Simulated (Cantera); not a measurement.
An isothermal, constant-pressure homogeneous reactor starts with C2H6 : N2 = 1 : 15 (molar parts), at 1825 K and 61000 Pa.

Model: GRI-Mech 3.0 (53 species, 325 reactions), integrated in Cantera. GRI-Mech 3.0 stops at C3 and has no aromatics, soot or wall deposition, so with more carbon than oxygen in the feed, carbon stays in small species such as C2H2 where larger ones or solid carbon would form.

Predict: x(C2H6) at 2.00 s; x(C2H) at 2.00 s; x(CH4) at 2.00 s; x(HCN) at 2.00 s; x(CH2) at 2.00 s.


* **x(C2H6) at 2.00 s**: 5.58e-9 (gas-phase equilibrium 1.83e-9)
* **x(C2H) at 2.00 s**: 9.18e-7 (gas-phase equilibrium 2.99e-7)
* **x(CH4) at 2.00 s**: 0.000252 (gas-phase equilibrium 0.000145)
* **x(HCN) at 2.00 s**: 2.52e-5 (gas-phase equilibrium 0.0749)
* **x(CH2) at 2.00 s**: 1.70e-8 (gas-phase equilibrium 9.75e-9)
